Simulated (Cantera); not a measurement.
## Diamond growth

A diamond (100) surface in a fixed gas of H2 with x(CH4) = 0.02, x(H) = 0.0028, at 900 K, 0.220 bar; coverages are run to steady state.

Detailed kinetics in Cantera: the Harris–Goodwin 1993 mechanism for the reconstructed diamond (100) surface.

```csv
x(CH3),growth (µm/h),θ c6HH,θ c6H*,θ c6*H,θ c6**,θ c6HM
1e-06,0.0689,0.692,0.0106,0.293,0.00437,0.000301
2.8e-06,0.193,0.692,0.0106,0.292,0.00437,0.000843
7.7e-06,0.529,0.690,0.0105,0.292,0.00436,0.00231
2.1e-05,1.44,0.687,0.0105,0.290,0.00433,0.00628
5.9e-05,3.97,0.677,0.0103,0.286,0.00425,0.0174
0.00016,10.4,0.654,0.00997,0.276,0.00407,0.0453
0.00045,26.3,0.594,0.00904,0.250,0.00360,0.115
0.0012,55.7,0.484,0.00733,0.203,0.00274,0.244
0.0034,99.1,0.321,0.00479,0.133,0.00152,0.434
```
θ: site fractions in the mechanism's names (c6HH fully hydrogenated, c6H* and c6*H radical sites, c6** diradical, c6HM methylated).
